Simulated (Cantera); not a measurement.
Input: 1 mol Ta, 1.2 mol H2O, 170 mol H2, at 1552 °C and 7.50 Torr.

Equilibrium computed with Cantera from the NASA thermochemical tables; the gas is ideal and each condensed phase is pure. Candidate condensed phases: H2O, Ta, Ta2O5; 12 gas species. Mutual solubility and eutectic melting of coexisting phases are not modelled. Condensed phases not in the tables: N, O or C dissolved in the metal. Rates play no part.

Base state: H2 0.995, H 0.00439, H2O 0.000784 (mole fractions); condensed: Ta(s) + Ta2O5(s).

**Question.** What changes in the equilibrium state with this change: pressure from 7.50 Torr to 330 Torr?

**Answer.** 
| species | before | after |
|---|---|---|
| H2 | 0.995 | 0.999 |
| H2O | 0.000784 | 0.000787 |
| H | 0.00439 | 0.000663 |
| Ta(s), mol | 0.574 | 0.574 |
| Ta2O5(s), mol | 0.213 | 0.213 |

**Question.** What changes in the equilibrium state with this change: temperature from 1552 °C to 1352 °C?

**Answer.** 
```csv
species,before,after
H2,0.995,0.999
H,0.00439,0.000705
H2O,0.000784,0.000237
"Ta(s), mol",0.574,0.536
"Ta2O5(s), mol",0.213,0.232
```

**Question.** What changes in the equilibrium state with this change: pressure from 7.50 Torr to 33.8 Torr?

**Answer.** 
| species | before | after |
|---|---|---|
| H2 | 0.995 | 0.997 |
| H | 0.00439 | 0.00207 |
| H2O | 0.000784 | 0.000786 |
| Ta(s), mol | 0.574 | 0.574 |
| Ta2O5(s), mol | 0.213 | 0.213 |
